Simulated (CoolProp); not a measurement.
Saturation properties of nitrogen.

Model: reference Helmholtz-energy equation of state, Span 2000, in CoolProp.

```json
[
 {"T (°C)": "-187.45", "p (MPa)": "0.2447", "enthalpy of vaporisation (kJ/kg)": "187.4", "liquid cp (kJ/(kg K))": "2.097", "liquid viscosity (µPa s)": "118", "vapour viscosity (µPa s)": "6.11"},
 {"T (°C)": "-184.05", "p (MPa)": "0.3335", "enthalpy of vaporisation (kJ/kg)": "182.0", "liquid cp (kJ/(kg K))": "2.130", "liquid viscosity (µPa s)": "106", "vapour viscosity (µPa s)": "6.40"},
 {"T (°C)": "-180.55", "p (MPa)": "0.4475", "enthalpy of vaporisation (kJ/kg)": "175.9", "liquid cp (kJ/(kg K))": "2.175", "liquid viscosity (µPa s)": "94.7", "vapour viscosity (µPa s)": "6.71"},
 {"T (°C)": "-177.15", "p (MPa)": "0.5832", "enthalpy of vaporisation (kJ/kg)": "169.4", "liquid cp (kJ/(kg K))": "2.231", "liquid viscosity (µPa s)": "85.4", "vapour viscosity (µPa s)": "7.03"},
 {"T (°C)": "-173.65", "p (MPa)": "0.7516", "enthalpy of vaporisation (kJ/kg)": "162.1", "liquid cp (kJ/(kg K))": "2.305", "liquid viscosity (µPa s)": "76.9", "vapour viscosity (µPa s)": "7.38"},
 {"T (°C)": "-170.25", "p (MPa)": "0.9464", "enthalpy of vaporisation (kJ/kg)": "154.2", "liquid cp (kJ/(kg K))": "2.402", "liquid viscosity (µPa s)": "69.5", "vapour viscosity (µPa s)": "7.74"},
 {"T (°C)": "-166.85", "p (MPa)": "1.175", "enthalpy of vaporisation (kJ/kg)": "145.3", "liquid cp (kJ/(kg K))": "2.535", "liquid viscosity (µPa s)": "62.8", "vapour viscosity (µPa s)": "8.14"},
 {"T (°C)": "-163.35", "p (MPa)": "1.449", "enthalpy of vaporisation (kJ/kg)": "135.0", "liquid cp (kJ/(kg K))": "2.730", "liquid viscosity (µPa s)": "56.3", "vapour viscosity (µPa s)": "8.60"},
 {"T (°C)": "-159.95", "p (MPa)": "1.756", "enthalpy of vaporisation (kJ/kg)": "123.3", "liquid cp (kJ/(kg K))": "3.018", "liquid viscosity (µPa s)": "50.4", "vapour viscosity (µPa s)": "9.12"},
 {"T (°C)": "-156.45", "p (MPa)": "2.120", "enthalpy of vaporisation (kJ/kg)": "109.0", "liquid cp (kJ/(kg K))": "3.525", "liquid viscosity (µPa s)": "44.3", "vapour viscosity (µPa s)": "9.78"}
]
```

It boils at -195.8 °C under 1 atm.

Viscosity comes from a separate model (Lemmon 2004).
